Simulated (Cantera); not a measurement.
An adiabatic, constant-pressure homogeneous reactor starts with 33.5 % H₂, 14.0 % O₂, 52.6 % N₂, equivalence ratio 1.2, at 1550 K and 25000 Pa.

Cantera simulation using the H2/O2 subset of GRI-Mech 3.0, which has no nitrogen chemistry; the numbers are that mechanism's predictions, not measurements.

x: mole fraction; the columns are a selection and need not sum to one.

```tsv
t (s)	T (K)	x H₂	x O₂	x OH	x H₂O₂	x HO₂	x H₂O	x H
4.00e-6	1550	0.335	0.140	8.51e-8	5.41e-9	…	3.79e-7	8.24e-7
9.87e-6	1550	0.335	0.140	7.23e-7	2.80e-8	…	5.96e-6	6.49e-6
2.43e-5	1550	0.334	0.139	6.01e-5	1.41e-7	…	0.000600	0.000533
6.00e-5	1719	0.0770	0.0281	0.0180	4.79e-7	…	0.180	0.141
0.000148	1962	0.0839	0.0239	0.0241	2.04e-7	…	0.190	0.114
0.000365	2257	0.0887	0.0191	0.0298	9.07e-8	…	0.206	0.0849
0.000900	2564	0.0893	0.0142	0.0325	8.16e-8	…	0.226	0.0578
0.00222	2747	0.0874	0.0112	0.0320	1.41e-7	3.08e-6	0.241	0.0434
0.00548	2761	0.0872	0.0109	0.0319	1.48e-7	3.17e-6	0.242	0.0424
0.0135	2761	0.0872	0.0109	0.0319	1.48e-7	3.17e-6	0.242	0.0424
0.0333	2761	0.0872	0.0109	0.0319	1.48e-7	3.17e-6	0.242	0.0424
0.0822	2761	0.0872	0.0109	0.0319	1.48e-7	3.17e-6	0.242	0.0424
0.203	2761	0.0872	0.0109	0.0319	1.48e-7	3.17e-6	0.242	0.0424
0.500	2761	0.0872	0.0109	0.0319	1.48e-7	3.17e-6	0.242	0.0424
```

### Question
What belongs in the gaps?

### Answer

- 4.00e-6, x HO₂: 5.29e-7
- 9.87e-6, x HO₂: 1.30e-6
- 2.43e-5, x HO₂: 4.85e-6
- 6.00e-5, x HO₂: 4.32e-6
- 0.000148, x HO₂: 2.88e-6
- 0.000365, x HO₂: 1.98e-6
- 0.000900, x HO₂: 2.19e-6
